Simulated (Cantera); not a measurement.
**Fluorocarbon and chlorocarbon gases: CH3F + H2 + CH4**

Input: 1 mol CH3F, 0.19 mol H2, 1.7 mol CH4, held at 0.00240 bar.

Cantera equilibrium calculation (NASA polynomials, part measured and part estimated; ideal gas, pure solids and liquids). Candidate condensed phases: C, C6H6, C7H8, C8H18; 95 gas species. Equilibrium is a limit: real reactors are often held back by kinetics, nucleation or transport.

```tsv
T (K)	x H	x H2	x HF	x C3	x C	x F	x C2	n C(graphite)
2848	0.719	0.133	0.106	0.0235	0.00460	0.00265	0.00232	1.78
2873	0.729	0.115	0.102	0.0315	0.00598	0.00314	0.00312	1.49
2898	0.734	0.0991	0.0986	0.0421	0.00773	0.00373	0.00419	1.09
2923	0.734	0.0843	0.0945	0.0559	0.00995	0.00442	0.00560	0.546
2948	0.733	0.0715	0.0905	0.0690	0.0125	0.00521	0.00710	0
2973	0.742	0.0627	0.0883	0.0679	0.0145	0.00616	0.00773	0
2998	0.751	0.0549	0.0860	0.0666	0.0167	0.00725	0.00839	0
3023	0.758	0.0481	0.0837	0.0652	0.0192	0.00851	0.00908	0
3048	0.764	0.0420	0.0812	0.0635	0.0220	0.00995	0.00978	0
3073	0.769	0.0367	0.0786	0.0617	0.0252	0.0116	0.0105	0
3098	0.773	0.0321	0.0757	0.0597	0.0287	0.0134	0.0112	0
```
x: gas mole fraction; n: condensed amount in mol.

From 2848 K to 2923 K the condensed part is C(graphite). From 2948 K to 3098 K nothing is condensed. The main C-bearing gas is C3 throughout.
